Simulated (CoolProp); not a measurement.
A simple Rankine cycle with n-heptane: condensing at 290.15 K, boiler at 0.197 MPa, turbine inlet 435.9 K, turbine efficiency 0.75, pump efficiency 0.6, no recuperator. Each further row changes one setting.

Model: reference Helmholtz-energy equation of state, Span 2003, in CoolProp. It is a short technical equation, of lower accuracy than the large ones.

```tsv
case	thermal efficiency (%)	net work (kJ/kg)	heat in (kJ/kg)	turbine exit temperature (K)	volume ratio over the turbine
as stated	[?]	[?]	645	[?]	46.0
turbine inlet 455.9 K	14.5	101	[?]	407.9	[?]
condensing temperature 282.15 K	15.9	106	[?]	382.9	70.7
boiler pressure 0.138 MPa	13.6	[?]	647	392.8	32.1
turbine efficiency 0.65	12.8	82.7	645	394.1	[?]
```

Question: Complete the blanks.

Answer: 
- as stated, thermal efficiency (%): 14.8
- as stated, net work (kJ/kg): 95.5
- as stated, turbine exit temperature (K): 387.9
- turbine inlet 455.9 K, heat in (kJ/kg): 692
- turbine inlet 455.9 K, volume ratio over the turbine: 45.9
- condensing temperature 282.15 K, heat in (kJ/kg): 662
- boiler pressure 0.138 MPa, net work (kJ/kg): 88.0
- turbine efficiency 0.65, volume ratio over the turbine: 46.8
